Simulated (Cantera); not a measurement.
An isothermal, constant-pressure homogeneous reactor starts with N2O : N2 = 1 : 0.31 (molar parts), at 1450 K and 30000 Pa. Integrator tolerance rtol = 1e-08.

Cantera simulation using GRI-Mech 3.0 (53 species, 325 reactions); the numbers are that mechanism's predictions, not measurements. GRI-Mech 3.0 was tuned for natural gas; its chemistry of N2O as a main component is partial and can be far from experiment. The temperature is held fixed by assumption; the heat of reaction is taken as removed at once.

**Question.** What does this change do: temperature 1450 to 1398 K?

**Answer.** 
```csv
quantity,before,after
x(N2O) at 100 s,3.41e-6 (gas-phase equilibrium 3.43e-8),2.58e-6 (gas-phase equilibrium 2.64e-8)
x(O2) at 100 s,0.223 (gas-phase equilibrium 0.276),0.229 (gas-phase equilibrium 0.276)
x(NO2) at 100 s,0.000374 (gas-phase equilibrium 4.11e-6),0.000402 (gas-phase equilibrium 3.70e-6)
x(O) at 100 s,1.75e-6 (gas-phase equilibrium 1.94e-6),8.08e-7 (gas-phase equilibrium 8.85e-7)
x(N2) at 100 s,0.671 (gas-phase equilibrium 0.723),0.677 (gas-phase equilibrium 0.723)
```
The mechanism lacks the step 2 NO + O2 → 2 NO2, which can matter for NO2 below about 1400 K.
